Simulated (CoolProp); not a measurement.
Vapour-liquid equilibrium of CH2F2 (R32) (1) + R152A (2) at 0.214 MPa; x and y are mole fractions of (1).

The numbers come from the multi-fluid Helmholtz-energy mixture model, Tillner-Roth 1997 and Outcalt 1996; pair parameters Bell 2016 in CoolProp.

Question: Give the bubble temperature and the first vapour's composition at x = 0.05, 0.35, 0.45. Is there an azeotrope?

Answer: x = 0.05: 264.7 K, y = 0.137; x = 0.35: 252.3 K, y = 0.628; x = 0.45: 249.3 K, y = 0.721. No azeotrope shows between x = 0.05 and 0.95.

The pair parameters rest on a limited set of measurements; away from them the model extrapolates.
